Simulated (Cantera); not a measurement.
# Chlorosilane synthesis and conversion: SiCl₄ + Cl₂ + H₂

Input: 1 mol SiCl₄, a varied amount of Cl₂, 1 mol H₂, equilibrated at 402 °C and 1430 Torr.

Cantera equilibrium calculation (NASA polynomials, part measured and part estimated; ideal gas, pure solids and liquids). Candidate condensed phases: Si; 19 gas species. The numbers say what is thermodynamically allowed, not how fast it happens.

```
n(Cl₂) (mol)  x HCl  x SiCl₄   x Cl₂    x H₂  x SiHCl₃     x Cl   x SiCl₃
------------  -----  -------  ------  ------  --------  -------  --------
0.5           0.400    0.400  <1e-12   0.200   2.62e-5   <1e-12   1.48e-9
0.64          0.485    0.379  <1e-12   0.136   1.40e-5   <1e-12  9.54e-10
0.79          0.566    0.358  <1e-12  0.0753   6.25e-6   <1e-12  5.74e-10
0.93          0.635    0.341  <1e-12  0.0239   1.68e-6   <1e-12  2.75e-10
1.1           0.645    0.323  0.0323  <1e-12    <1e-12  3.93e-8    <1e-12
1.2           0.625    0.312  0.0625  <1e-12    <1e-12  5.48e-8    <1e-12
1.4           0.588    0.294   0.118  <1e-12    <1e-12  7.51e-8    <1e-12
1.5           0.571    0.286   0.143  <1e-12    <1e-12  8.28e-8    <1e-12
1.7           0.541    0.270   0.189  <1e-12    <1e-12  9.53e-8    <1e-12
1.8           0.526    0.263   0.211  <1e-12    <1e-12  1.01e-7    <1e-12
1.9           0.513    0.256   0.231  <1e-12    <1e-12  1.05e-7    <1e-12
2.1           0.488    0.244   0.268  <1e-12    <1e-12  1.13e-7    <1e-12
```
x: gas mole fraction; nothing condenses.

From 0.5 mol Cl₂ to 2.1 mol Cl₂ nothing is condensed. The main Si-bearing gas is SiCl₄ throughout.
